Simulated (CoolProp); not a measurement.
Saturation properties of R1234ze(Z) (Tc = 423.3 K, pc = 3.531 MPa, ω = 0.327).

Computed with CoolProp (reference Helmholtz-energy equation of state, Akasaka 2019).

```json
[
 {"T (K)": "294.8", "p (MPa)": "0.1578", "enthalpy of vaporisation (kJ/kg)": "208.2", "liquid cp (kJ/(kg K))": "1.265", "vapour Z": "0.9326", "surface tension (mN/m)": "13.2"},
 {"T (K)": "300.3", "p (MPa)": "0.1911", "enthalpy of vaporisation (kJ/kg)": "204.9", "liquid cp (kJ/(kg K))": "1.281", "vapour Z": "0.9234", "surface tension (mN/m)": "12.5"},
 {"T (K)": "305.9", "p (MPa)": "0.2302", "enthalpy of vaporisation (kJ/kg)": "201.4", "liquid cp (kJ/(kg K))": "1.298", "vapour Z": "0.9133", "surface tension (mN/m)": "11.8"},
 {"T (K)": "311.4", "p (MPa)": "0.2745", "enthalpy of vaporisation (kJ/kg)": "197.8", "liquid cp (kJ/(kg K))": "1.315", "vapour Z": "0.9025", "surface tension (mN/m)": "11.2"},
 {"T (K)": "316.9", "p (MPa)": "0.3251", "enthalpy of vaporisation (kJ/kg)": "194.0", "liquid cp (kJ/(kg K))": "1.333", "vapour Z": "0.8909", "surface tension (mN/m)": "10.5"},
 {"T (K)": "322.5", "p (MPa)": "0.3836", "enthalpy of vaporisation (kJ/kg)": "190.1", "liquid cp (kJ/(kg K))": "1.352", "vapour Z": "0.8782", "surface tension (mN/m)": "9.82"},
 {"T (K)": "328", "p (MPa)": "0.4487", "enthalpy of vaporisation (kJ/kg)": "186.0", "liquid cp (kJ/(kg K))": "1.372", "vapour Z": "0.8649", "surface tension (mN/m)": "9.17"},
 {"T (K)": "333.5", "p (MPa)": "0.5218", "enthalpy of vaporisation (kJ/kg)": "181.8", "liquid cp (kJ/(kg K))": "1.392", "vapour Z": "0.8506", "surface tension (mN/m)": "8.53"},
 {"T (K)": "339.1", "p (MPa)": "0.6053", "enthalpy of vaporisation (kJ/kg)": "177.3", "liquid cp (kJ/(kg K))": "1.415", "vapour Z": "0.8351", "surface tension (mN/m)": "7.89"},
 {"T (K)": "344.6", "p (MPa)": "0.6967", "enthalpy of vaporisation (kJ/kg)": "172.7", "liquid cp (kJ/(kg K))": "1.439", "vapour Z": "0.8188", "surface tension (mN/m)": "7.26"},
 {"T (K)": "350.1", "p (MPa)": "0.7982", "enthalpy of vaporisation (kJ/kg)": "167.9", "liquid cp (kJ/(kg K))": "1.465", "vapour Z": "0.8015", "surface tension (mN/m)": "6.65"},
 {"T (K)": "355.7", "p (MPa)": "0.9127", "enthalpy of vaporisation (kJ/kg)": "162.7", "liquid cp (kJ/(kg K))": "1.494", "vapour Z": "0.7828", "surface tension (mN/m)": "6.03"},
 {"T (K)": "361.2", "p (MPa)": "1.037", "enthalpy of vaporisation (kJ/kg)": "157.3", "liquid cp (kJ/(kg K))": "1.526", "vapour Z": "0.7632", "surface tension (mN/m)": "5.44"}
]
```

It boils at 282.9 K under 1 atm.

Surface tension comes from a separate correlation (Kondou 2015).
